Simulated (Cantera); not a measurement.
An isothermal, constant-pressure homogeneous reactor starts with CH4 : H2 : N2 = 0.034 : 1 : 0.00011 (molar parts), at 1625 K and 73.5 Torr.

Computed with Cantera and GRI-Mech 3.0 (53 species, 325 reactions). GRI-Mech 3.0 stops at C3 and has no aromatics, soot or wall deposition, so with more carbon than oxygen in the feed, carbon stays in small species such as C2H2 where larger ones or solid carbon would form.

x: mole fraction; the columns are a selection and need not sum to one.

```
t (s)       x CH4   x H2     x C2H    x C2H6       x H
--------  -------  -----  --------  --------  --------
6.00e-5    0.0329  0.967    <1e-12  8.35e-12   1.35e-6
0.000226   0.0329  0.967    <1e-12  4.09e-10   5.10e-6
0.000848   0.0329  0.967    <1e-12   1.69e-8   1.92e-5
0.00319    0.0328  0.967    <1e-12   3.86e-7   6.95e-5
0.0120     0.0327  0.967  1.11e-11   2.19e-6  0.000177
0.0451     0.0320  0.967  2.35e-10   2.58e-6  0.000202
0.169      0.0298  0.968       [?]   2.26e-6  0.000203
0.637      0.0236  0.972       [?]   1.46e-6  0.000207
2.39       0.0131  0.977       [?]   4.77e-7  0.000215
9.00      0.00511  0.981       [?]   9.25e-8  0.000222
```

Q: What belongs in the gaps?

A: 
- 0.169, x C2H: 1.09e-9
- 0.637, x C2H: 3.57e-9
- 2.39, x C2H: 8.00e-9
- 9.00, x C2H: 1.16e-8
